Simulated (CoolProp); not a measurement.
Model: reference Helmholtz-energy equation of state, Platzer 1990, in CoolProp. This equation is an older, rougher fit.

### Question
For c-C4F8 (RC318), give the phase and the cv (kJ/(kg K)), Prandtl number at 500 K and 214 kPa; 500 K and 961 kPa; 500 K and 1070 kPa.

### Answer
- 500 K and 214 kPa: gas; cv 0.995, Prandtl number 0.758
- 500 K and 961 kPa: gas; cv 0.998, Prandtl number 0.767
- 500 K and 1070 kPa: gas; cv 0.998, Prandtl number 0.769

Viscosity comes from a separate model (Huber 2003), an estimate that may be off by 10 % or more. Thermal conductivity comes from a separate model (Huber 2003), an estimate that may be off by 10 % or more.
